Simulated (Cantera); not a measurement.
Mixture: CO : H₂ : O₂ : N₂ = 1 : 0.03 : 0.652 : 2.45 (molar parts), equivalence ratio 0.79, at 100000 Pa, adiabatic and at constant pressure. Ignition delay is the time to a rise of 400 K.

Detailed kinetics in Cantera: GRI-Mech 3.0 (53 species, 325 reactions). Below about 950 K walls govern HO2 and H2O2 in real vessels. Where the delays flatten at high temperature, the 400 K rule measures the pace of heat release, not the induction time.

Predict: delay at 900 K; delay at 1050 K; delay at 1200 K; delay at 1350 K; delay at 1500 K.


* **delay at 900 K**: 72.2 ms
* **delay at 1050 K**: 0.685 ms
* **delay at 1200 K**: 0.255 ms
* **delay at 1350 K**: 0.173 ms
* **delay at 1500 K**: 0.148 ms
